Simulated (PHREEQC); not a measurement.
0.016 g of hydrous ferric oxide (600 m²/g; 0.2 weak and 0.005 strong sites per Fe, Dzombak-Morel constants, diffuse double layer) in 1 kg of water with 0.01 mol/kgw of an inert sodium salt and 0.0002 mmol/kgw BaCl2, at 25 °C; the pH is set by adding NaOH or the inert anion's acid. Oxygen alone is held at its pressure in air (log pO2 = -0.68). CO2 from the air is kept out. No solid was allowed to form.

Computed with PHREEQC (ion-association model, wateq4f.dat).

Q: Predict Ba sorbed (%), surface charge σ (C/m²) at pH = 4.38, 7.75.

A: 
```csv
pH,Ba sorbed (%),surface charge σ (C/m²)
4.38,0.0,0.173
7.75,2.7,0.005
```

Species that the database lacks are ignored.
